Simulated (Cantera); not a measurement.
Cantera run, input and output.

```python
import numpy as np
import cantera as ct

gas = ct.Solution("gri30.yaml", transport_model="mixture-averaged")
show = ['H2O', 'O', 'OH']

rows = []
print(f"{'T/K':>7s}{'rho':>11s}{'cp':>10s}{'mu':>11s}{'lambda':>11s}{'Pr':>7s}" + "".join(f"{'D_' + s:>11s}" for s in show))
for T in [400, 550, 700, 850, 1000, 1150, 1300, 1450, 1600]:
    gas.TPX = T, 13332, {'C3H8': 0.75, 'H2': 0.81, 'N2': 0.76, 'H2O': 0.48}
    Pr = gas.cp_mass * gas.viscosity / gas.thermal_conductivity
    D = [gas.mix_diff_coeffs_mole[gas.species_index(s)] for s in show]
    rows.append([gas.density, gas.cp_mass, gas.viscosity, gas.thermal_conductivity, Pr, *D])
    print(f"{T:7g}{gas.density:11.4e}{gas.cp_mass:10.1f}{gas.viscosity:11.4e}"
          f"{gas.thermal_conductivity:11.4e}{Pr:7.3f}" + "".join(f"{d:11.4e}" for d in D))
print("SI units: kg/m3, J/kg/K, Pa s, W/m/K, m2/s")
```

Output:

```
    T/K        rho        cp         mu     lambda     Pr      D_H2O        D_O       D_OH
    400 9.2548e-02    2057.7 1.4963e-05 6.6699e-02  0.462 2.8578e-04 4.1387e-04 4.0616e-04
    550 6.7308e-02    2384.5 1.9540e-05 8.9850e-02  0.519 5.2541e-04 7.2128e-04 7.0785e-04
    700 5.2885e-02    2663.2 2.3677e-05 1.1254e-01  0.560 8.2163e-04 1.0902e-03 1.0700e-03
    850 4.3552e-02    2898.5 2.7483e-05 1.3502e-01  0.590 1.1680e-03 1.5152e-03 1.4870e-03
   1000 3.7019e-02    3095.7 3.1029e-05 1.5729e-01  0.611 1.5601e-03 1.9922e-03 1.9552e-03
   1150 3.2191e-02    3247.0 3.4366e-05 1.7927e-01  0.622 1.9944e-03 2.5182e-03 2.4714e-03
   1300 2.8476e-02    3381.2 3.7530e-05 2.0091e-01  0.632 2.4683e-03 3.0909e-03 3.0334e-03
   1450 2.5531e-02    3499.5 4.0548e-05 2.2217e-01  0.639 2.9797e-03 3.7081e-03 3.6392e-03
   1600 2.3137e-02    3603.0 4.3441e-05 2.4300e-01  0.644 3.5271e-03 4.3683e-03 4.2871e-03
SI units: kg/m3, J/kg/K, Pa s, W/m/K, m2/s
```

Model: GRI-Mech 3.0 (53 species, 325 reactions), integrated in Cantera. Polar gases are described roughly by these parameters. The composition is frozen, though it would react at the higher temperatures.
